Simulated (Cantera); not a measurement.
An isothermal, constant-pressure homogeneous reactor starts with CH4 : N2 = 1.6 : 18 (molar parts), at 1450 K and 18.8 Torr.

Detailed kinetics in Cantera: GRI-Mech 3.0 (53 species, 325 reactions). GRI-Mech 3.0 stops at C3 and has no aromatics, soot or wall deposition, so with more carbon than oxygen in the feed, carbon stays in small species such as C2H2 where larger ones or solid carbon would form. Radical loss at walls, strong at low pressure, is not modelled.

x: mole fraction; the columns are a selection and need not sum to one.

```
t (s)      x CH4      x H    x C2H6    x C2H4     x C2H     x HCN     x CH2
--------  ------  -------  --------  --------  --------  --------  --------
0.000500  0.0816  7.55e-9    <1e-12    <1e-12    <1e-12    <1e-12    <1e-12
0.00102   0.0816  7.55e-9  6.18e-12  5.68e-12    <1e-12    <1e-12    <1e-12
0.00206   0.0816  7.55e-9  5.25e-11  5.27e-11    <1e-12    <1e-12    <1e-12
0.00419   0.0816  7.57e-9  4.39e-10  4.67e-10    <1e-12    <1e-12  2.44e-12
0.00851   0.0816  7.64e-9   3.54e-9   3.99e-9    <1e-12    <1e-12  9.57e-12
0.0173    0.0816  7.91e-9   2.73e-8   3.35e-8    <1e-12    <1e-12  3.81e-11
0.0351    0.0816  9.01e-9   1.94e-7   2.76e-7    <1e-12    <1e-12  1.50e-10
0.0713    0.0816  1.32e-8   1.17e-6   2.17e-6    <1e-12    <1e-12  5.57e-10
0.145     0.0815  2.80e-8   5.51e-6   1.56e-5    <1e-12    <1e-12   1.86e-9
0.294     0.0813  8.07e-8   1.92e-5   9.75e-5  2.85e-12  1.13e-12   5.35e-9
0.597     0.0802  2.84e-7   4.72e-5  0.000474  2.93e-11  1.44e-11   1.22e-8
1.21      0.0765  9.18e-7   6.37e-5   0.00131  2.14e-10  1.62e-10   1.70e-8
2.46           ?        ?         ?   0.00136  7.14e-10  8.59e-10         ?
5.00           ?        ?         ?         ?         ?         ?         ?
```

**Question.** Some entries are withheld; supply them.

**Answer.** 
- 2.46, x CH4: 0.0696
- 2.46, x H: 1.93e-6
- 2.46, x C2H6: 4.43e-5
- 2.46, x CH2: 1.35e-8
- 5.00, x CH4: 0.0604
- 5.00, x H: 3.16e-6
- 5.00, x C2H6: 2.69e-5
- 5.00, x C2H4: 0.000747
- 5.00, x C2H: 1.36e-9
- 5.00, x HCN: 2.69e-9
- 5.00, x CH2: 1.00e-8
